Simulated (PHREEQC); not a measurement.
Consider water at 15 °C with 0.087 mol/kgw KOH, 0.00014 mol/kgw H4SiO4 and 0.001 mol/kgw H3BO3. Closed to the air; pH follows from the charge balance.

All values are PHREEQC results (ion-association model, phreeqc.dat), not measurements.

This is a speciation only: nothing precipitates in the calculation.

Q: Predict the pH, specific conductance, density.

A: pH 13.17; specific conductance 15400 µS/cm; density 1.004 g/cm³.

Q: In which forms is Si present?

A: H3SiO4- 51 %, H2SiO4-2 49 % of the Si.

Complexes and solids missing from the database can't appear.
